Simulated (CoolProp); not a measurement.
A simple Rankine cycle with R143a: condensing at 290.15 K, boiler at 2.89 MPa, turbine inlet 338.4 K, turbine efficiency 0.9, pump efficiency 0.6, no recuperator. Each further row changes one setting.

The numbers come from the reference Helmholtz-energy equation of state, Lemmon and Jacobsen 2000 in CoolProp.

| case | thermal efficiency (%) | net work (kJ/kg) | heat in (kJ/kg) | turbine exit temperature (K) | volume ratio over the turbine |
|---|---|---|---|---|---|
| as stated | 8.9 | 16.2 | 182 | 290.1 | 3.22 |
| turbine inlet 358.4 K | 9.5 | 20.6 | 217 | 312.7 | 2.98 |
| condensing temperature 282.15 K | 10.5 | 20.4 | 195 | 282.2 | 4.07 |
| boiler pressure 2.02 MPa | 6.7 | 13.8 | 207 | 309.7 | 2.03 |
| turbine efficiency 0.8 | 7.7 | 14.0 | 182 | 290.1 | 3.26 |

The expansion ends wet for: as stated; condensing temperature 282.15 K; turbine efficiency 0.8.
